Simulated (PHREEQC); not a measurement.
# Alkaline etch or developer: an equilibrium model

Solution (85 °C): 57 mmol/kgw NaOH and 0.095 mmol/kgw H4SiO4. It is in equilibrium with CO2 at log p = -3.4 (atm). Otherwise closed; pH follows from the charge balance.

All values are PHREEQC results (ion-association model, phreeqc.dat), not measurements.

This is a speciation only: nothing precipitates in the calculation.

Task: Estimate the pH.

Result: pH 9.56.

Task: In which forms is Na present?

Result: Na+ 67 %, NaCO3- 32 % of the Na.

Away from 25 °C the constants follow the database's enthalpies or fits; those with neither stay at their 25 °C values.
